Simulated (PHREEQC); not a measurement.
Solution (22 °C): 0.056 mol TMAH, 0.0017 mol H4SiO4 and 0.016 mol KH2PO4 per kg of water. Closed to the air; pH follows from the charge balance.

All values are PHREEQC results (ion-association model, phreeqc.dat), not measurements.

No solid was allowed to form.

Q: Order these Si species by the share of Si that they hold, largest first: H4SiO4, H3SiO4-, H2SiO4-2.

A: H3SiO4- (79 %), H2SiO4-2 (21 %), H4SiO4 (0.19 %)

Q: Order these P species by the share of P that they hold, largest first: KHPO4-, PO4-3, HPO4-2.

A: PO4-3 (81 %), HPO4-2 (19 %), KHPO4- (0.21 %)

The pH is 12.37 and the ionic strength 0.114 mol/kgw. (CH3)4N+ isn't in the database: it is added as a free cation with an ion size of 4 Å.
